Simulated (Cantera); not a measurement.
An adiabatic, constant-volume homogeneous reactor starts with CO : H2 : O2 : N2 = 1 : 0.19 : 1.92 : 7.22 (molar parts), equivalence ratio 0.31, at 1625 K and 1.01 bar. Integrator tolerance rtol = 1e-08.

Cantera simulation using GRI-Mech 3.0 (53 species, 325 reactions); the numbers are that mechanism's predictions, not measurements.

Q: What does this change do: CO 1 to 2.9 parts?

A: 
```
quantity                                                              before                                      after
---------------------------------  -----------------------------------------  -----------------------------------------
time of steepest temperature rise                                    55.9 µs                                    47.4 µs
temperature at 0.300 s                                                2503 K                                     2866 K
equilibrium temperature                                               2503 K                                     2866 K
x(CO) at 0.300 s                     0.00814 (gas-phase equilibrium 0.00814)      0.0972 (gas-phase equilibrium 0.0972)
x(H2) at 0.300 s                   0.000232 (gas-phase equilibrium 0.000232)  0.000904 (gas-phase equilibrium 0.000904)
x(O2) at 0.300 s                         0.127 (gas-phase equilibrium 0.127)      0.0637 (gas-phase equilibrium 0.0637)
x(O) at 0.300 s                      0.00434 (gas-phase equilibrium 0.00434)      0.0138 (gas-phase equilibrium 0.0138)
x(H2O2) at 0.300 s                   5.11e-8 (gas-phase equilibrium 5.11e-8)    4.77e-8 (gas-phase equilibrium 4.77e-8)
x(NO) at 0.300 s                       0.0174 (gas-phase equilibrium 0.0174)      0.0198 (gas-phase equilibrium 0.0198)
```

Q: What does this change do: constant pressure in place of constant volume?

A: 
```json
[
 {"quantity": "time of steepest temperature rise", "before": "55.9 µs", "after": "28.1 µs"},
 {"quantity": "temperature at 0.300 s", "before": "2503 K", "after": "2381 K"},
 {"quantity": "equilibrium temperature", "before": "2503 K", "after": "2381 K"},
 {"quantity": "x(CO) at 0.300 s", "before": "0.00814 (gas-phase equilibrium 0.00814)", "after": "0.00515 (gas-phase equilibrium 0.00515)"},
 {"quantity": "x(H2) at 0.300 s", "before": "0.000232 (gas-phase equilibrium 0.000232)", "after": "0.000157 (gas-phase equilibrium 0.000157)"},
 {"quantity": "x(O2) at 0.300 s", "before": "0.127 (gas-phase equilibrium 0.127)", "after": "0.129 (gas-phase equilibrium 0.129)"},
 {"quantity": "x(O) at 0.300 s", "before": "0.00434 (gas-phase equilibrium 0.00434)", "after": "0.00281 (gas-phase equilibrium 0.00281)"},
 {"quantity": "x(H2O2) at 0.300 s", "before": "5.11e-8 (gas-phase equilibrium 5.11e-8)", "after": "3.38e-8 (gas-phase equilibrium 3.38e-8)"},
 {"quantity": "x(NO) at 0.300 s", "before": "0.0174 (gas-phase equilibrium 0.0174)", "after": "0.0140 (gas-phase equilibrium 0.0140)"}
]
```

Q: What does this change do: pressure from 1.01 bar to 5.00 bar?

A: 
```json
[
 {"quantity": "time of steepest temperature rise", "before": "55.9 µs", "after": "5.70 µs"},
 {"quantity": "temperature at 0.300 s", "before": "2503 K", "after": "2550 K"},
 {"quantity": "equilibrium temperature", "before": "2503 K", "after": "2550 K"},
 {"quantity": "x(CO) at 0.300 s", "before": "0.00814 (gas-phase equilibrium 0.00814)", "after": "0.00483 (gas-phase equilibrium 0.00483)"},
 {"quantity": "x(H2) at 0.300 s", "before": "0.000232 (gas-phase equilibrium 0.000232)", "after": "0.000136 (gas-phase equilibrium 0.000136)"},
 {"quantity": "x(O2) at 0.300 s", "before": "0.127 (gas-phase equilibrium 0.127)", "after": "0.126 (gas-phase equilibrium 0.126)"},
 {"quantity": "x(O) at 0.300 s", "before": "0.00434 (gas-phase equilibrium 0.00434)", "after": "0.00242 (gas-phase equilibrium 0.00242)"},
 {"quantity": "x(H2O2) at 0.300 s", "before": "5.11e-8 (gas-phase equilibrium 5.11e-8)", "after": "1.32e-7 (gas-phase equilibrium 1.32e-7)"},
 {"quantity": "x(NO) at 0.300 s", "before": "0.0174 (gas-phase equilibrium 0.0174)", "after": "0.0188 (gas-phase equilibrium 0.0188)"}
]
```
The hydrogen kinetics of GRI-Mech 3.0 are dated; newer H2 mechanisms differ, most at raised pressure.
